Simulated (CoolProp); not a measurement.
Vapour-liquid equilibrium of R152A (1) + n-butane (2) at 0.124 MPa; x and y are mole fractions of (1).

Values from CoolProp's multi-fluid Helmholtz-energy mixture model, Outcalt 1996 and Bücker 2006; pair parameters Bell 2016.

Question: Give the bubble temperature and the first vapour's composition at x = 0.2, 0.65, 0.8. Is there an azeotrope?

Answer: x = 0.2: -16.8 °C, y = 0.627; x = 0.65: -21.0 °C, y = 0.743; x = 0.8: -21.2 °C, y = 0.793. y crosses x between x = 0.725 and 0.8: the model has an azeotrope there.

The pair parameters rest on a limited set of measurements; away from them the model extrapolates. With so large a gap from Raoult's law the liquid may split in two, which this calculation doesn't test in full.
